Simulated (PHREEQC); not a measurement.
**Polishing slurry liquid: an equilibrium model**

Dissolve 0.09 mol/kgw H2SO4 and 0.0012 mol/kgw KH2PO4 at 25 °C. Closed to the air; pH follows from the charge balance.

Equilibrium calculation in PHREEQC: ion-association model, phreeqc.dat.

| Quantity | Value |
|---|---|
| pH | 1.06 |
| ionic strength | 0.128 mol/kgw |
| specific conductance | 35800 µS/cm |
| density | 1.003 g/cm³ |
| total alkalinity | -180 meq/kg |

```
species  molality  activity   log γ
-------  --------  --------  ------
H+          0.108    0.0878  -0.089
HSO4-      0.0713    0.0547  -0.115
SO4-2      0.0187   0.00641  -0.464
K+        0.00115  0.000858  -0.127
H3PO4     0.00109   0.00112   0.013
H2PO4-   0.000112   8.67e-5  -0.111
KSO4-     5.00e-5   3.87e-5  -0.111
```

No solid was allowed to form. Complexes and solids missing from the database can't appear.
